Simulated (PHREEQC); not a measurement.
Consider water at 25 °C and 10 atm with 1.5 mmol/kgw (CH3)4NCl and 0.27 mmol/kgw CuSO4. It is in equilibrium with CO2 at log p = -3.5 (atm). Otherwise closed; pH follows from the charge balance.

All values are PHREEQC results (ion-association model, phreeqc.dat), not measurements.

**Question.** The ionic strength comes out as 0.00254 mol/kgw. What activity coefficients do H+, HCO3-, Cl-, Cu+2, SO4-2 get?

**Answer.** H+ 0.95, HCO3- 0.95, Cl- 0.95, Cu+2 0.81, SO4-2 0.80.

Precipitation was switched off in this run. (CH3)4N+ isn't in the database: it is added as a free cation with an ion size of 4 Å.
